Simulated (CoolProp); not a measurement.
Carbon dioxide along the isobar 10.4 MPa: Z from the reference equation and from simpler models built on Tc = 304.1 K, pc = 7.377 MPa, ω = 0.224; each cubic takes its own stable root.

Model: reference Helmholtz-energy equation of state, Span 1996, in CoolProp.

| T (K) | phase | reference |
|---|---|---|
| 253.7 | liquid | 0.2041 |
| 261.2 | liquid | 0.2043 |
| 268.8 | liquid | 0.2054 |
| 276.4 | liquid | 0.2075 |
| 283.9 | liquid | 0.2109 |
| 291.5 | liquid | 0.2165 |
| 299.1 | liquid | 0.2255 |
| 306.6 | supercritical | 0.2411 |
| 314.2 | supercritical | 0.2755 |
| 321.8 | supercritical | 0.3706 |

Task: How far does each simpler model (van der Waals, Redlich-Kwong, Soave-Redlich-Kwong) lie from the reference over these 10 states: mean and median of the absolute difference, and the worst?

Result: 
- van der Waals: mean 43.1 %, median 49.5 %, worst +54.7 % at 253.7 K and 10.4 MPa
- Redlich-Kwong: mean 14.2 %, median 15.3 %, worst +18.3 % at 306.6 K and 10.4 MPa
- Soave-Redlich-Kwong: mean 13.9 %, median 13.3 %, worst +20.8 % at 314.2 K and 10.4 MPa
